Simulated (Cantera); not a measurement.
A closed system holds: 1 mol SiC, 0.0077 mol H₂O, 43 mol N₂, 0.024 mol O₂, equilibrated at 0.100 bar.

These are equilibrium values from Cantera (NASA tables, ideal gas, pure condensed phases), not measurements of a reactor. Candidate condensed phases: C, C₆H₆, C₇H₈, C₈H₁₈, H₂O, Si, SiC, SiO₂, Si₂N₂O, Si₃N₄; 151 gas species. N₂ is the only nitrogen source here; it is nearly inert below about 1500 K, so the nitride shown seldom forms there in practice. Mutual solubility and eutectic melting of coexisting phases are not modelled. Equilibrium is a limit: real reactors are often held back by kinetics, nucleation or transport.

Problem. Which condensed phases are stable at each of these points (T (K)): 1423, 1473, 1523, 1573, 1623, 1673, 1723, 1773, 1823, 1873, 1923, 1973, 2023, 2073?

Solution. 
```tsv
T (K)	condensed phases	Si condensed (%)
1423	C(graphite) + Si₂N₂O(s) + Si₃N₄(s)	100.0
1473	C(graphite) + Si₂N₂O(s) + Si₃N₄(s)	100.0
1523	C(graphite) + SiC(s) + Si₂N₂O(s)	100.0
1573	SiC(s) + Si₂N₂O(s) + Si₃N₄(s)	100.0
1623	SiC(s) + Si₂N₂O(s) + Si₃N₄(s)	99.9
1673	SiC(s) + Si₃N₄(s)	99.8
1723	SiC(s) + Si₃N₄(s)	99.5
1773	SiC(s) + Si₃N₄(s)	98.9
1823	SiC(s) + Si₃N₄(s)	98.0
1873	SiC(s)	97.1
1923	SiC(s)	97.0
1973	SiC(s)	96.8
2023	SiC(s)	96.4
2073	SiC(s)	95.9
```

From 1423 K to 1473 K the condensed part is C(graphite) + Si₂N₂O(s) + Si₃N₄(s). At 1523 K the condensed part is C(graphite) + SiC(s) + Si₂N₂O(s). From 1573 K to 1623 K the condensed part is SiC(s) + Si₂N₂O(s) + Si₃N₄(s). From 1673 K to 1823 K the condensed part is SiC(s) + Si₃N₄(s). From 1873 K to 2073 K the condensed part is SiC(s).
